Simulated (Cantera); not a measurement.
An isothermal, constant-pressure homogeneous reactor starts with C2H6 : N2 = 1 : 4.3 (molar parts), at 1273 K and 1.00 atm. Integrator tolerance rtol = 1e-08.

Computed with Cantera and GRI-Mech 3.0 (53 species, 325 reactions). GRI-Mech 3.0 stops at C3 and has no aromatics, soot or wall deposition, so with more carbon than oxygen in the feed, carbon stays in small species such as C2H2 where larger ones or solid carbon would form.

| quantity | before | after |
|---|---|---|
| x(C2H6) at 20.0 s | 0.000284 (gas-phase equilibrium 0.000152) | 0.000622 (gas-phase equilibrium 0.000390) |
| x(C2H4) at 20.0 s | 0.0358 (gas-phase equilibrium 0.0201) | 0.0614 (gas-phase equilibrium 0.0408) |
| x(H2) at 20.0 s | 0.124 (gas-phase equilibrium 0.112) | 0.156 (gas-phase equilibrium 0.142) |
| x(HCN) at 20.0 s | 1.42e-10 (gas-phase equilibrium 0.0651) | 7.95e-11 (gas-phase equilibrium 0.0700) |
| x(C2H2) at 20.0 s | 0.0694 (gas-phase equilibrium 0.0433) | 0.0952 (gas-phase equilibrium 0.0695) |
| x(H) at 20.0 s | 4.04e-7 (gas-phase equilibrium 2.39e-7) | 4.02e-7 (gas-phase equilibrium 2.68e-7) |
| x(CH2) at 20.0 s | 1.21e-11 (gas-phase equilibrium 6.20e-12) | 1.45e-11 (gas-phase equilibrium 8.83e-12) |

Task: Name the change that produced these shifts.
A) C2H6 1 to 2.2 parts
B) temperature 1273 to 1475 K
C) pressure from 1.00 atm to 0.00612 atm
D) pressure from 1.00 atm to 0.132 atm

Result: A, C2H6 1 to 2.2 parts
